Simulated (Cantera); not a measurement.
Feed: 1 mol FeS, 4.8 mol SO₂, 0.06 mol O₂, at 0.0100 bar.

Method: chemical equilibrium by Gibbs-energy minimisation in Cantera with the NASA 1993 tables (ideal gas, pure condensed phases). Candidate condensed phases: Fe, FeO, FeS, FeSO₄, FeS₂, Fe₂O₃, Fe₂(SO₄)₃, Fe₃O₄, S; 12 gas species. Mutual solubility and eutectic melting of coexisting phases are not modelled. The tables' stoichiometric FeO is somewhat more stable than real wüstite, so its field is too wide. FeO, FeS: taken at fixed stoichiometry. Gases not in the tables: S₃ to S₇. Equilibrium is a limit: real reactors are often held back by kinetics, nucleation or transport.

x: gas mole fraction; n: condensed amount in mol.

| T (K) | x SO₂ | x S₂ | x SO | x S₂O | n FeS(s) | n Fe₃O₄(s) | n FeO(s) |
|---|---|---|---|---|---|---|---|
| 875 | 0.968 | 0.0307 | 1.06e-5 | 0.00142 | 0.779 | 0.0738 | 0 |
| 925 | 0.958 | 0.0405 | 2.80e-5 | 0.00169 | 0.719 | 0.0935 | 0 |
| 975 | 0.946 | ? | ? | ? | ? | ? | 0 |
| 1025 | 0.932 | 0.0654 | 0.000145 | 0.00227 | 0.569 | 0.144 | 0 |
| 1075 | 0.917 | 0.0801 | 0.000295 | 0.00257 | 0.480 | 0.173 | 0 |
| 1125 | 0.900 | 0.0962 | 0.000559 | 0.00287 | 0.381 | 0.206 | 0 |
| 1175 | 0.882 | 0.113 | 0.00100 | 0.00316 | 0.275 | 0.242 | 0 |
| 1225 | 0.863 | 0.132 | ? | 0.00344 | ? | ? | 0 |
| 1275 | 0.855 | 0.138 | 0.00275 | 0.00350 | 0 | 0 | 1.00 |
| 1325 | 0.854 | 0.138 | 0.00424 | 0.00345 | 0 | 0 | 1.00 |

### Question
What belongs in the gaps?

### Answer

- 975, x S₂: 0.0521
- 975, x SO: 6.66e-5
- 975, x S₂O: 0.00198
- 975, n FeS(s): 0.650
- 975, n Fe₃O₄(s): 0.117
- 1225, x SO: 0.00171
- 1225, n FeS(s): 0.161
- 1225, n Fe₃O₄(s): 0.280
